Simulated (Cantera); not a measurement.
An adiabatic, constant-volume homogeneous reactor starts with C3H8 : O2 : N2 = 1 : 2.78 : 10.4 (molar parts), at 1725 K and 5.43 atm. Integrator tolerance rtol = 1e-08.

Model: GRI-Mech 3.0 (53 species, 325 reactions), integrated in Cantera. GRI-Mech 3.0 was tuned for natural gas; its chemistry of propane as a main component is partial and can be far from experiment. Above 3000 K some thermodynamic fits are extrapolated.

Task: What does this change do: pressure from 5.43 atm to 7.11 atm?

Result: 
| quantity | before | after |
|---|---|---|
| time of steepest temperature rise | 4.75 µs | 3.91 µs |
| temperature at 0.100 s | 3148 K | 3169 K |
| equilibrium temperature | 3148 K | 3169 K |
| x(C3H8) at 0.100 s | <1e-12 (gas-phase equilibrium <1e-12) | <1e-12 (gas-phase equilibrium <1e-12) |
| x(O2) at 0.100 s | 0.000502 (gas-phase equilibrium 0.000502) | 0.000438 (gas-phase equilibrium 0.000438) |
| x(CO) at 0.100 s | 0.148 (gas-phase equilibrium 0.148) | 0.148 (gas-phase equilibrium 0.148) |
| x(NO2) at 0.100 s | 2.17e-7 (gas-phase equilibrium 2.17e-7) | 2.20e-7 (gas-phase equilibrium 2.20e-7) |
| x(HCO) at 0.100 s | 2.69e-6 (gas-phase equilibrium 2.69e-6) | 3.22e-6 (gas-phase equilibrium 3.22e-6) |
| x(HCN) at 0.100 s | 8.50e-7 (gas-phase equilibrium 8.50e-7) | 1.12e-6 (gas-phase equilibrium 1.12e-6) |
| x(CH2O) at 0.100 s | 7.60e-8 (gas-phase equilibrium 7.60e-8) | 1.01e-7 (gas-phase equilibrium 1.01e-7) |
